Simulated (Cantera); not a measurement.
An adiabatic, constant-volume homogeneous reactor starts with 9.51 % CH4, 19.0 % O2, 71.5 % N2, equivalence ratio 1.0, at 1025 K and 1000000 Pa.

Detailed kinetics in Cantera: GRI-Mech 3.0 (53 species, 325 reactions).

**Question.** Predict: time of steepest temperature rise; temperature at 9.00 s; equilibrium temperature; x(O2) at 9.00 s; x(OH) at 9.00 s; x(N2O) at 9.00 s; x(HO2) at 9.00 s; x(NO) at 9.00 s.

**Answer.** 
| Item | Value |
|---|---|
| time of steepest temperature rise | 53.0 ms |
| temperature at 9.00 s | 2930 K |
| equilibrium temperature | 2930 K |
| x(O2) at 9.00 s | 0.0113 (gas-phase equilibrium 0.0113) |
| x(OH) at 9.00 s | 0.0122 (gas-phase equilibrium 0.0122) |
| x(N2O) at 9.00 s | 2.74e-6 (gas-phase equilibrium 2.74e-6) |
| x(HO2) at 9.00 s | 1.25e-5 (gas-phase equilibrium 1.25e-5) |
| x(NO) at 9.00 s | 0.00956 (gas-phase equilibrium 0.00956) |
